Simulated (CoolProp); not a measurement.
Vapour-liquid equilibrium of ethylbenzene (1) + n-nonane (2) at 403 K; x and y are mole fractions of (1).

Values from CoolProp's multi-fluid Helmholtz-energy mixture model, Zhou 2012 and Lemmon 2006; pair parameters Bell 2016.

```
x      bubble pressure (kPa)  y at the bubble point  dew pressure at overall composition x (kPa)  liquid density (mol/L)
-----  ---------------------  ---------------------  -------------------------------------------  ----------------------
0.05                   58.41                  0.084                                        57.52                   4.976
0.125                  61.58                  0.197                                        59.53                   5.102
0.2                    64.62                  0.297                                        61.67                   5.234
0.275                  67.49                  0.386                                        63.93                   5.374
0.35                   70.17                  0.466                                        66.31                   5.520
0.425                  72.66                  0.538                                        68.79                   5.675
0.5                    74.95                  0.604                                        71.35                   5.839
0.575                  77.04                  0.666                                        73.94                   6.012
0.65                   78.94                  0.725                                        76.49                   6.196
0.725                  80.65                  0.782                                        78.93                   6.391
0.8                    82.17                  0.839                                        81.14                   6.598
0.875                  83.50                  0.897                                        83.02                   6.819
0.95                   84.63                  0.958                                        84.51                   7.054
```

No azeotrope shows between x = 0.05 and 0.95.

Pair parameters are fitted to limited data, so mixtures are less certain than the pure fluids.
